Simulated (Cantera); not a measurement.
What does this Cantera script print?

```python
import numpy as np
import cantera as ct

gas_names = """
    H HO2 H2 H2O H2O2 H2S H2SO4 O OH O2 O3 S SH SO SO2 SO3 S2 S2O S8
""".split()
cond_names = """
    H2O(s) H2O(L) H2SO4(L) S(cr1) S(cr2) S(L)
""".split()


def load(file, names, dense=False):
    # The tables refer to 1 bar. Condensed volumes are neglected.
    table = {s.name: s for s in ct.Species.list_from_file(file)}
    out = []
    for n in names:
        d = dict(table[n].input_data)
        d["thermo"] = dict(d["thermo"], **{"reference-pressure": 1e5})
        if dense:
            d["equation-of-state"] = {"model": "constant-volume", "density": "1e6 g/cm^3"}
        out.append(ct.Species.from_dict(d))
    return out


gas = ct.Solution(thermo="ideal-gas", species=load("nasa_gas.yaml", gas_names))
cond = {s.name: ct.Solution(thermo="fixed-stoichiometry", species=[s], name=s.name)
        for s in load("nasa_condensed.yaml", cond_names, dense=True)}
atoms = {
    'H2O': {'H': 2, 'O': 1},
    'SO2': {'S': 1, 'O': 2},
    'O2': {'O': 2},
    'H2': {'H': 2},
}
top_T = {}  # K; cautious upper limits of use, not melting points


def equilibrate(T, P, feed):
    n = {}
    for name, mol in feed.items():
        for a, k in atoms[name].items():
            n[a] = n.get(a, 0.0) + k * mol
    gas.TPX = T, P, n
    mass = sum(n.values()) * gas.mean_molecular_weight
    gas.equilibrate("TP")
    valid = [c for c in cond.values() if c.min_temp <= T <= top_T.get(c.name, c.max_temp)]
    mix = ct.Mixture([(gas, mass / gas.mean_molecular_weight)] + [(c, 0.0) for c in valid])
    mix.T, mix.P = T, P
    mix.equilibrate("TP", solver="vcs", rtol=1e-11, max_steps=5000)
    return mix


results = []
feed = {'H2O': 1, 'SO2': 0.023, 'O2': 9.8, 'H2': 4.6}  # mol
P = 60  # Pa
for T in [1450, 1550, 1650, 1750, 1850, 1950, 2050, 2150, 2250, 2350, 2450, 2550]:
    mix = equilibrate(T, P, feed)
    results.append((T, P, feed, dict(zip(mix.species_names, mix.species_moles))))

top = {s: max(r[3][s] / sum(r[3][g] for g in gas_names) for r in results) for s in gas_names}
cols = sorted((s for s in top if top[s] > 0.001), key=lambda s: -top[s])[:6]
seen = [c for c in cond_names if any(r[3].get(c, 0) > 1e-12 for r in results)]
print("log10 of partial pressures in bar; condensed amounts in mol")
print(f"{'T/K':>10s}" + "".join(f"{s[:9]:>10s}" for s in cols + seen))
for T, P, feed, n in results:
    ng = sum(n[g] for g in gas_names)
    print(f"{T:10.4g}" + "".join(f"{np.log10(max(n[s] / ng * P / 1e5, 1e-99)):10.3f}" for s in cols)
          + "".join(f"{n.get(c, 0):10.4g}" for c in seen))
```

Output:

```
log10 of partial pressures in bar; condensed amounts in mol
       T/K        O2       H2O         O         H        OH        H2
      1450    -3.465    -3.592    -7.430    -8.966    -6.295    -7.883
      1550    -3.466    -3.593    -6.839    -8.153    -5.917    -7.302
      1650    -3.467    -3.595    -6.320    -7.438    -5.586    -6.792
      1750    -3.469    -3.599    -5.860    -6.804    -5.293    -6.341
      1850    -3.473    -3.606    -5.451    -6.239    -5.035    -5.941
      1950    -3.481    -3.619    -5.086    -5.734    -4.808    -5.587
      2050    -3.495    -3.644    -4.759    -5.283    -4.612    -5.277
      2150    -3.520    -3.689    -4.469    -4.880    -4.448    -5.011
      2250    -3.562    -3.768    -4.214    -4.528    -4.322    -4.798
      2350    -3.628    -3.904    -3.994    -4.230    -4.246    -4.652
      2450    -3.729    -4.129    -3.813    -3.996    -4.236    -4.597
      2550    -3.872    -4.471    -3.670    -3.835    -4.307    -4.658
```

Cantera equilibrium calculation (NASA polynomials, part measured and part estimated; ideal gas, pure solids and liquids).
